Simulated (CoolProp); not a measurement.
Vapour-liquid equilibrium of dimethyl ether (1) + isobutane (2) at 0.431 MPa; x and y are mole fractions of (1).

Values from CoolProp's multi-fluid Helmholtz-energy mixture model, Wu 2011 and Bücker 2006; pair parameters Bell 2016.

```csv
x,bubble temperature (°C),y at the bubble point,dew temperature at overall composition x (°C),liquid density (mol/L)
0.05,29.7,0.107,31.1,9.521
0.125,26.5,0.237,29.2,9.832
0.2,23.9,0.340,27.4,10.15
0.275,21.9,0.425,25.6,10.47
0.35,20.2,0.497,23.7,10.81
0.425,18.9,0.560,21.9,11.17
0.5,17.7,0.617,20.2,11.54
0.575,16.8,0.670,18.6,11.93
0.65,16.1,0.722,17.1,12.35
0.725,15.4,0.774,16.0,12.80
0.8,15.0,0.828,15.2,13.28
0.875,14.7,0.886,14.7,13.79
0.95,14.5,0.951,14.5,14.33
```

No azeotrope shows between x = 0.05 and 0.95.

The pair parameters rest on a limited set of measurements; away from them the model extrapolates.
